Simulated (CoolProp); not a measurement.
Vapour-liquid equilibrium of n-octane (1) + ethylbenzene (2) at 0.00466 MPa; x and y are mole fractions of (1).

The numbers come from the multi-fluid Helmholtz-energy mixture model, Beckmüller 2019 and Zhou 2012; pair parameters Bell 2016 in CoolProp.

| x | bubble temperature (K) | y at the bubble point | dew temperature at overall composition x (K) | liquid density (mol/L) |
|---|---|---|---|---|
| 0.05 | 322.0 | 0.093 | 322.5 | 7.797 |
| 0.125 | 320.8 | 0.209 | 321.7 | 7.622 |
| 0.2 | 319.7 | 0.305 | 320.8 | 7.452 |
| 0.275 | 318.9 | 0.388 | ? | 7.288 |
| 0.35 | ? | 0.461 | 319.3 | ? |
| 0.425 | 317.6 | 0.527 | ? | 6.979 |
| 0.5 | 317.1 | 0.589 | 317.8 | 6.833 |
| 0.575 | 316.7 | 0.648 | 317.2 | 6.693 |
| 0.65 | 316.3 | 0.706 | 316.7 | ? |
| 0.725 | 316.0 | 0.764 | 316.2 | 6.428 |
| 0.8 | 315.8 | 0.824 | 315.9 | 6.303 |
| 0.875 | 315.6 | 0.886 | 315.7 | 6.182 |
| 0.95 | 315.5 | 0.953 | 315.5 | ? |

### Question
Fill in the missing entries.

### Answer

- 0.275, dew temperature at overall composition x (K): 320.1
- 0.35, bubble temperature (K): 318.2
- 0.35, liquid density (mol/L): 7.131
- 0.425, dew temperature at overall composition x (K): 318.5
- 0.65, liquid density (mol/L): 6.558
- 0.95, liquid density (mol/L): 6.066

No azeotrope shows between x = 0.05 and 0.95.

The pair parameters rest on a limited set of measurements; away from them the model extrapolates.
